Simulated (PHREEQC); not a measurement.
Consider water at 25 °C with 0.0034 mol/kgw Cu(BF4)2, 0.00033 mol/kgw HCl and 0.043 mol/kgw NaCl. Closed to the air; pH follows from the charge balance.

All values are PHREEQC results (ion-association model, wateq4f.dat), not measurements.

No solid was allowed to form.

### Question
What pH, ionic strength does the model give?

### Answer
pH 2.90; ionic strength 0.0542 mol/kgw.

### Question
In which forms is B present?

### Answer
BF4- 72 %, H3BO3 17 %, BF3OH- 8.1 %, BF2(OH)2- 3.4 % of the B.

Real BF4- forms and hydrolyses slowly; the run takes it at equilibrium.
